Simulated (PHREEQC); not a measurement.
Dissolve 0.25 mol HF and 0.055 mol KF per kg of water at 25 °C. Closed to the air; pH follows from the charge balance.

Equilibrium calculation in PHREEQC: ion-association model, phreeqc.dat.

This is a speciation only: nothing precipitates in the calculation.

Task: Order these F species by the share of F that they hold, largest first: HF, F-, HF2-.

Result: HF (71 %), HF2- (18 %), F- (11 %)

The pH is 2.26 and the ionic strength 0.0614 mol/kgw.
